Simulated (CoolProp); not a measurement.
Properties of hydrogen sulfide along the isotherm 105.55 °C.

Model: reference Helmholtz-energy equation of state, Lemmon 2006, in CoolProp. It is a short technical equation, of lower accuracy than the large ones.

```csv
p (bar),phase,Joule-Thomson coefficient (K/MPa),expansivity (1/kK),viscosity (µPa s)
9.64,gas,10.17,2.957,15.4
19.3,gas,10.27,3.350,15.4
28.9,gas,10.36,3.844,15.4
38.6,gas,10.44,4.499,15.6
48.2,gas,10.50,5.385,15.8
57.8,gas,10.51,6.672,16.3
67.5,gas,10.45,8.745,17.0
77.1,gas,10.23,12.56,18.2
86.8,gas,9.627,22.49,20.5
96.4,supercritical,7.500,97.23,28.0
106,supercritical,3.342,36.06,46.4
116,supercritical,2.310,18.16,52.3
125,supercritical,1.850,13.33,55.7
135,supercritical,1.523,10.61,58.8
```

Viscosity comes from a separate model (Quiñones-Cisneros 2012).
